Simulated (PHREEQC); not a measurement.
# Metal-bearing waste water: speciation

A solution holds 0.0092 mol ZnSO4, 0.35 mol CaCl2 and 0.0073 mol HCl per kg of water, at 90 °C. Closed to the air; pH follows from the charge balance.

Model: ion-association model with the Debye-Hückel limiting law, wateq4f.dat, run in PHREEQC.

This is a speciation only: nothing precipitates in the calculation.

Question: Estimate the pH.

Answer: pH 2.76.

Question: In which forms is Zn present?

Answer: Zn+2 89 %, ZnCl+ 6.4 %, ZnCl4-2 3.4 % of the Zn.

Caution: at this ionic strength the ion-association model is outside its range; a Pitzer model would be the better tool where its parameters exist. Species that the database lacks are ignored. Constants without temperature data keep their 25 °C values here.
